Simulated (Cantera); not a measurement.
Gas mixture: C₂H₂ : H₂O : CH₄ = 0.59 : 0.25 : 0.93 (molar parts), at 1.00 atm, frozen composition.

Cantera's kinetic-theory transport with the Lennard-Jones parameters of GRI-Mech 3.0, ideal gas; thermal conductivity in the multicomponent form. Polar gases are described roughly by these parameters. The composition is frozen, though it would react at the higher temperatures.

One state of this run: ρ (kg/m³) = 0.145; cp (J/kg/K) = 4182; μ (µPa s) = 40.7; λ (mW/m/K) = 240; Pr = 0.711; D (cm²/s) H₂O = 4.64; D (cm²/s) CH₄ = 3.82; D (cm²/s) O = 5.69. D: mixture-averaged diffusion coefficient of that species in the mixture.

Task: Which value of T (K) does it belong to?
(A) 1900
(B) 900
(C) 1650
(D) 650

Result: C, 1650
